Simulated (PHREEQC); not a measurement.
## Buffer

A solution holds 0.058 mol/kgw NaHSO4, 0.00062 mol/kgw NH3 and 0.005 mol/kgw KCl, at 25 °C. Closed to the air; pH follows from the charge balance.

Computed with PHREEQC (ion-association model, phreeqc.dat).

```
Item                         Result
--------------------  -------------
pH                             1.62
ionic strength        0.116 mol/kgw
specific conductance    15400 µS/cm
density                 1.003 g/cm³
total alkalinity       -57.4 meq/kg
```

| species | molality | activity | log γ |
|---|---|---|---|
| Na+ | 0.0554 | 0.0430 | -0.110 |
| H+ | 0.0291 | 0.0238 | -0.087 |
| HSO4- | 0.0283 | 0.0219 | -0.112 |
| SO4-2 | 0.0267 | 0.00946 | -0.451 |
| Cl- | 0.00500 | 0.00378 | -0.122 |
| K+ | 0.00470 | 0.00354 | -0.123 |
| NaSO4- | 0.00262 | 0.00204 | -0.108 |
| NH4+ | 0.000556 | 0.000407 | -0.136 |
| KSO4- | 0.000302 | 0.000235 | -0.108 |
| NH4SO4- | 6.41e-5 | 4.95e-5 | -0.112 |

No solid was allowed to form. Species that the database lacks are ignored.
